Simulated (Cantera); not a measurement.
A closed system holds: 1 mol C₂H₅OH, 2.6 mol NH₃, 0.47 mol N₂, at 30000 Pa.

Cantera equilibrium calculation (NASA polynomials, part measured and part estimated; ideal gas, pure solids and liquids). Candidate condensed phases: C, C₆H₆, C₇H₈, C₈H₁₈, H₂O; 136 gas species. Equilibrium is a limit: real reactors are often held back by kinetics, nucleation or transport. All values below are at 1648 K.

Base state: H₂ 0.713, N₂ 0.183, CO 0.103, HCN 0.000985, CH₄ 0.000204, H 0.000137, C₂H₂ (acetylene) 3.19e-5, HNC 2.57e-5 (mole fractions); condensed: C(graphite).

Question: What changes in the equilibrium state with this change: 1.1 mol O₂ added?

Answer: 
| species | before | after |
|---|---|---|
| H₂ | 0.713 | 0.544 |
| CO | 0.103 | 0.177 |
| N₂ | 0.183 | 0.166 |
| H₂O | 1.44e-5 | 0.102 |
| CO₂ | 6.52e-7 | 0.0104 |
| C₂H₂ (acetylene) | 3.19e-5 | <1e-9 |
| CH₄ | 0.000204 | 2.20e-8 |
| HCN | 0.000985 | 1.51e-7 |
| HNC | 2.57e-5 | 3.95e-9 |
| C(graphite), mol | 0.988 | 0 |
